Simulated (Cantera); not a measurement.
# Premixed flame

A freely propagating, adiabatic, planar premixed flame of 6.33 % C2H6, 17.0 % O2, 64.0 % N2, 12.7 % H2O, equivalence ratio 1.3, unburnt at 500 K and 0.158 atm; unity-Lewis-number transport, grid criteria slope 0.08 and curve 0.16, no radiation.

Computed with Cantera and GRI-Mech 3.0 (53 species, 325 reactions). Unity Lewis numbers drop preferential diffusion, which matters most where H2 and H carry the flame. Burning velocities carry a grid error of a few per cent, more on coarse grids.

| z (mm) | T (K) | u (m/s) | x C2H6 | x O2 | x H2O | x H | x C2H | x NO |
|---|---|---|---|---|---|---|---|---|
| -8.94 | 500 | 0.518 | 0.0633 | 0.170 | 0.127 | <1e-8 | <1e-8 | <1e-8 |
| -5.96 | 504 | 0.523 | 0.0631 | 0.170 | 0.127 | <1e-8 | <1e-8 | 1.07e-8 |
| -4.47 | 518 | 0.537 | 0.0623 | 0.168 | 0.128 | <1e-8 | <1e-8 | 4.93e-8 |
| -2.98 | 608 | 0.634 | 0.0570 | 0.158 | 0.136 | <1e-8 | <1e-8 | 4.49e-7 |
| -1.49 | 1006 | 1.08 | 0.0324 | 0.110 | 0.170 | 1.77e-5 | <1e-8 | 5.42e-6 |
| -0.745 | 1359 | 1.51 | 0.0117 | 0.0661 | 0.200 | 0.000328 | 1.91e-8 | 1.15e-5 |
| 0 | 1694 | 1.93 | 0.000374 | 0.0243 | 0.228 | 0.00581 | 1.28e-6 | 1.90e-5 |
| 0.745 | 1807 | 2.06 | 2.44e-7 | 0.00779 | 0.234 | 0.0139 | 6.64e-7 | 2.80e-5 |
| 1.49 | 1830 | 2.09 | <1e-8 | 0.00467 | 0.233 | 0.0161 | 4.16e-8 | 3.30e-5 |
| 2.98 | 1852 | 2.11 | <1e-8 | 0.00358 | 0.232 | 0.0157 | <1e-8 | 3.65e-5 |
| 5.96 | 1881 | 2.14 | <1e-8 | 0.00285 | 0.234 | 0.0135 | <1e-8 | 3.84e-5 |
| 11.9 | 1918 | 2.17 | <1e-8 | 0.00201 | 0.237 | 0.0106 | <1e-8 | 4.02e-5 |
| 23.8 | 1958 | 2.21 | <1e-8 | 0.00117 | 0.241 | 0.00746 | <1e-8 | 4.25e-5 |
x: mole fraction of selected species; z is measured from the peak of heat release.

| Item | Result |
|---|---|
| laminar burning velocity | 51.8 cm/s |
| thermal thickness | 2.98 mm |
| peak x(H) | 0.0162 |
| peak x(C2H) | 1.66e-6 |
| grid points | 147 |
